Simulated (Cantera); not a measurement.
Input: 1 mol SiH₂Cl₂, 0.26 mol Cl₂, 81 mol H₂, held at 100000 Pa.

Points: T (K) = 973, 998, 1023, 1048, 1073, 1098, 1123, 1148, 1173, 1198, 1223, 1248.

Cantera's Mixture.equilibrate('TP', solver="vcs", rtol=1e-11, max_steps=5000) on the NASA tables stopped like this:

```
ERROR: FAILURE its = 5001!

*******************************************************************************
CanteraError thrown by MultiPhase::equilibrate:
VCS solver failed. Return code: -1
*******************************************************************************
```

Q: What got this run through?

A: One answer among several that fit: The failure is numerical, not chemical. The same input converged with solver="gibbs", rtol=1e-10, max_steps=50000, and the result passed a check of the equilibrium conditions:
```
log10 of partial pressures in bar; condensed amounts in mol
       T/K        H2       HCL    SiHCL3     SiCL4    Si(cr)
       973    -0.005    -2.401    -2.369    -2.514    0.3345
       998    -0.006    -2.311    -2.387    -2.532     0.356
      1023    -0.006    -2.226    -2.407    -2.555    0.3805
      1048    -0.006    -2.147    -2.431    -2.582    0.4079
      1073    -0.007    -2.074    -2.459    -2.615     0.438
      1098    -0.007    -2.007    -2.492    -2.655    0.4704
      1123    -0.008    -1.944    -2.531    -2.702    0.5047
      1148    -0.008    -1.888    -2.576    -2.758    0.5402
      1173    -0.009    -1.836    -2.629    -2.824    0.5759
      1198    -0.009    -1.791    -2.690    -2.901    0.6111
      1223    -0.010    -1.751    -2.759    -2.990    0.6447
      1248    -0.010    -1.717    -2.839    -3.092    0.6757
```

The gas is ideal and each condensed phase is pure. The tables' values for SiCl3 are old estimates; treat these amounts as uncertain.
